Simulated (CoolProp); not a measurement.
Vapour-liquid equilibrium of R125 (1) + n-butane (2) at 233.7 K; x and y are mole fractions of (1).

Model: multi-fluid Helmholtz-energy mixture model, Lemmon 2005 and Bücker 2006; pair parameters Bell 2016, in CoolProp.

**Question.** Give the bubble pressure and the first vapour's composition at x = 0.05, 0.2, 0.425. Is there an azeotrope?

**Answer.** x = 0.05: 0.05605 MPa, y = 0.700; x = 0.2: 0.1183 MPa, y = 0.868; x = 0.425: 0.1396 MPa, y = 0.895. No azeotrope shows between x = 0.05 and 0.95.

The pair parameters rest on a limited set of measurements; away from them the model extrapolates. With so large a gap from Raoult's law the liquid may split in two, which this calculation doesn't test in full.
